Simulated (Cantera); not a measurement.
A perfectly stirred reactor is fed with CO : H2 : CH4 : O2 : N2 = 1 : 0.59 : 0.035 : 1.14 : 4.28 (molar parts), equivalence ratio 0.76, at 10.0 bar; it is adiabatic with a 500 K inlet, and is followed from long to short residence time, starting on the burning branch (τ in s: 0.073, 0.033, 0.015, 0.0069, 0.0031, 0.0014, 0.00065, 0.0003, 0.00013, 6.1e-05, 2.8e-05, 1.3e-05).

Model: GRI-Mech 3.0 (53 species, 325 reactions), integrated in Cantera.

Question: What does this change do: pressure from 10.0 bar to 7.40 bar?

Answer: 
```json
[
 {"quantity": "blow-out, bracketed by the residence times tried", "before": "burning at 13.0 µs, the shortest tried", "after": "burning at 13.0 µs, the shortest tried"},
 {"quantity": "x(CO) at τ = 73.0 ms", "before": "0.00331", "after": "0.00376"},
 {"quantity": "x(H2) at τ = 73.0 ms", "before": "0.000373", "after": "0.000425"},
 {"quantity": "x(CH4) at τ = 73.0 ms", "before": "3.68e-8", "after": "4.57e-8"},
 {"quantity": "x(CO2) at τ = 73.0 ms", "before": "0.162", "after": "0.161"},
 {"quantity": "x(H) at τ = 73.0 ms", "before": "6.58e-5", "after": "8.06e-5"},
 {"quantity": "x(CO) at τ = 0.650 ms", "before": "0.00904", "after": "0.0113"},
 {"quantity": "x(H2) at τ = 0.650 ms", "before": "0.000919", "after": "0.00119"},
 {"quantity": "x(CH4) at τ = 0.650 ms", "before": "2.51e-6", "after": "2.81e-6"},
 {"quantity": "x(CO2) at τ = 0.650 ms", "before": "0.155", "after": "0.153"},
 {"quantity": "x(H) at τ = 0.650 ms", "before": "0.000242", "after": "0.000376"}
]
```

Question: What does this change do: pressure from 10.0 bar to 8.10 bar?

Answer: 
```
quantity                                                                          before                                   after
------------------------------------------------  --------------------------------------  --------------------------------------
blow-out, bracketed by the residence times tried  burning at 13.0 µs, the shortest tried  burning at 13.0 µs, the shortest tried
x(CO) at τ = 73.0 ms                                                             0.00331                                 0.00362
x(H2) at τ = 73.0 ms                                                            0.000373                                0.000408
x(CH4) at τ = 73.0 ms                                                            3.68e-8                                 4.28e-8
x(CO2) at τ = 73.0 ms                                                              0.162                                   0.161
x(H) at τ = 73.0 ms                                                              6.58e-5                                 7.59e-5
x(CO) at τ = 0.650 ms                                                            0.00904                                  0.0106
x(H2) at τ = 0.650 ms                                                           0.000919                                 0.00110
x(CH4) at τ = 0.650 ms                                                           2.51e-6                                 2.72e-6
x(CO2) at τ = 0.650 ms                                                             0.155                                   0.154
x(H) at τ = 0.650 ms                                                            0.000242                                0.000328
```

Question: What does this change do: pressure from 10.0 bar to 1.00 bar?

Answer: 
```
quantity                                                                          before                               after
------------------------------------------------  --------------------------------------  ----------------------------------
blow-out, bracketed by the residence times tried  burning at 13.0 µs, the shortest tried  burning at 61.0 µs, out at 28.0 µs
x(CO) at τ = 73.0 ms                                                             0.00331                             0.00915
x(H2) at τ = 73.0 ms                                                            0.000373                             0.00107
x(CH4) at τ = 73.0 ms                                                            3.68e-8                             1.81e-7
x(CO2) at τ = 73.0 ms                                                              0.162                               0.155
x(H) at τ = 73.0 ms                                                              6.58e-5                            0.000352
x(CO) at τ = 0.650 ms                                                            0.00904                              0.0394
x(H2) at τ = 0.650 ms                                                           0.000919                             0.00592
x(CH4) at τ = 0.650 ms                                                           2.51e-6                             6.65e-6
x(CO2) at τ = 0.650 ms                                                             0.155                               0.120
x(H) at τ = 0.650 ms                                                            0.000242                             0.00721
```
